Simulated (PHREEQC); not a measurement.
A made-up water analysis in mg/kgw, 25 °C, pH 6.95, pe 10.1: Na 116; K 45.1; Ca 106; Mg 56.6; Cl 294; S(6) as SO4 245; Alkalinity as HCO3 147; Sr 0.235.

Valence states are taken as typed.

The numbers come from PHREEQC with the ion-association model, phreeqc.dat.

No solid was allowed to form.

Q: Order these Ca species by the share of Ca that they hold, largest first: CaHCO3+, CaSO4, Ca+2.

A: Ca+2 (88 %), CaSO4 (10 %), CaHCO3+ (1.5 %)

Q: Order these S species by the share of S that they hold, largest first: NaSO4-, MgSO4, SO4-2, CaSO4, KSO4-.

A: SO4-2 (76 %), MgSO4 (12 %), CaSO4 (11 %), NaSO4- (1.1 %), KSO4- (0.35 %)

The pH is 6.95 and the ionic strength 0.0210 mol/kgw.
